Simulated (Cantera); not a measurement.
A Cantera script and what it prints.

```python
import numpy as np
import cantera as ct

gas_names = """
    C CO CO2 C2 C2O C3 C3O2 C4 C5 O O2 O3 Pb PbO Pb2
""".split()
cond_names = """
    C(gr) Pb(cr) Pb(L) PbO(rd) PbO(yw) PbO(L) PbO2(s) Pb3O4(s)
""".split()


# ... load() reads the species with a 1 bar reference pressure and builds the phases ...
atoms = {
    'Pb': {'Pb': 1},
    'CO': {'C': 1, 'O': 1},
}
top_T = {'C(gr)': 4500, 'Pb3O4(s)': 820}  # K; cautious upper limits of use, not melting points


# ... equilibrate(T, P, feed) seeds the gas with the atoms and calls Mixture.equilibrate('TP', solver="vcs", rtol=1e-11, max_steps=5000) ...
results = []
feed = {'Pb': 1, 'CO': 1.1}  # mol
P = 100000  # Pa
for T in [898, 998, 1098, 1198, 1298, 1398, 1498, 1598, 1698, 1798, 1898, 1998]:
    mix = equilibrate(T, P, feed)
    results.append((T, P, feed, dict(zip(mix.species_names, mix.species_moles))))

top = {s: max(r[3][s] / sum(r[3][g] for g in gas_names) for r in results) for s in gas_names}
cols = sorted((s for s in top if top[s] > 0.0001), key=lambda s: -top[s])[:7]
seen = [c for c in cond_names if any(r[3].get(c, 0) > 1e-12 for r in results)]
print("log10 of partial pressures in bar; condensed amounts in mol")
print(f"{'T/K':>10s}" + "".join(f"{s[:9]:>10s}" for s in cols + seen))
for T, P, feed, n in results:
    ng = sum(n[g] for g in gas_names)
    print(f"{T:10.4g}" + "".join(f"{np.log10(max(n[s] / ng * P / 1e5, 1e-99)):10.3f}" for s in cols)
          + "".join(f"{n.get(c, 0):10.4g}" for c in seen))
```

Result:

```
log10 of partial pressures in bar; condensed amounts in mol
       T/K        CO       CO2        Pb       Pb2     C(gr)     Pb(L)
       898    -0.474    -0.178    -5.888   -12.130    0.4389         1
       998    -0.151    -0.531    -4.810   -10.325    0.2501         1
      1098    -0.035    -1.110    -3.933    -8.857   0.07927    0.9999
      1198    -0.008    -1.728    -3.205    -7.643    0.0202    0.9993
      1298    -0.003    -2.283    -2.592    -6.621  0.005721    0.9972
      1398    -0.004    -2.766    -2.069    -5.751    0.0019    0.9906
      1498    -0.011    -3.192    -1.618    -5.002 0.0007238    0.9728
      1598    -0.027    -3.583    -1.225    -4.350 0.0003053    0.9302
      1698    -0.062    -3.968    -0.879    -3.778 0.0001367    0.8322
      1798    -0.135    -4.393    -0.573    -3.272   6.1e-05    0.5969
      1898    -0.280    -4.929    -0.324    -2.871   2.5e-05         0
      1998    -0.280    -5.149    -0.324    -2.959 1.517e-05         0
```

Equilibrium computed with Cantera from the NASA thermochemical tables; the gas is ideal and each condensed phase is pure.
